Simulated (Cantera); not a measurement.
Cantera run, input and output.

```python
import numpy as np
import cantera as ct

surf = ct.Interface("ptcombust.yaml", "Pt_surf")
gas = surf.adjacent["gas"]
gas.TPX = 300, 14000, {'H2': 0.011, 'O2': 0.19, 'N2': 0.79}
jet = ct.ImpingingJet(gas=gas, width=0.079, surface=surf)
jet.inlet.mdot, jet.inlet.T, jet.inlet.X = 0.052, 300, {'H2': 0.011, 'O2': 0.19, 'N2': 0.79}
jet.set_refine_criteria(ratio=10, slope=0.2, curve=0.3)
show, cover = ['H2', 'O2', 'H2O', 'OH'], ["PT(S)", "H(S)", "O(S)", "OH(S)", "CO(S)", "C(S)"]

rows = []
print(f"{'Ts/K':>7s}" + "".join(f"{s:>11s}" for s in show + cover) + "   (gas at the wall, coverages)")
for i, Ts in enumerate([700, 750, 800, 850, 900, 950, 1000]):
    jet.surface.T = Ts
    if i == 0:
        surf.TP = Ts, 14000
        surf.coverages = "PT(S):0.5, O(S):0.5"
        surf.advance_coverages(1.0)
        jet.set_initial_guess(products="inlet")
    jet.solve(loglevel=0, auto=(i == 0))
    rows.append([*(jet.X[gas.species_index(s), -1] for s in show), *surf[cover].coverages])
    print(f"{Ts:7g}" + "".join(f"{x:11.3e}" for x in rows[-1]))
```

It prints:

```
   Ts/K         H2         O2        H2O         OH      PT(S)       H(S)       O(S)      OH(S)      CO(S)       C(S)   (gas at the wall, coverages)
    700  1.348e-03  1.813e-01  1.885e-02  1.187e-10  2.209e-02  7.110e-10  9.764e-01  1.495e-03 -1.265e-27 -8.341e-40
    750  8.795e-04  1.808e-01  1.962e-02  6.607e-10  3.693e-02  2.188e-09  9.617e-01  1.413e-03  7.788e-28  1.170e-31
    800  5.368e-04  1.805e-01  2.016e-02  2.750e-09  6.490e-02  7.562e-09  9.337e-01  1.404e-03  8.886e-21  1.567e-27
    850  3.453e-04  1.804e-01  2.041e-02  9.588e-09  1.053e-01  2.281e-08  8.934e-01  1.366e-03  1.051e-21  1.119e-28
    900  2.465e-04  1.803e-01  2.049e-02  2.851e-08  1.553e-01  5.798e-08  8.434e-01  1.289e-03  5.737e-21  9.261e-28
    950  1.861e-04  1.803e-01  2.051e-02  7.801e-08  2.119e-01  1.276e-07  7.869e-01  1.187e-03  7.128e-16 -4.249e-25
   1000  1.494e-04  1.803e-01  2.048e-02  1.926e-07  2.723e-01  2.508e-07  7.266e-01  1.075e-03 -1.731e-26 -2.625e-29
```

Cantera simulation using Deutschmann's 1995 Pt surface mechanism with GRI-Mech 3.0 gas chemistry; the numbers are that mechanism's predictions, not measurements. Catalytic surfaces can have several steady states; this one follows from the mechanism file's or the stated starting coverage.
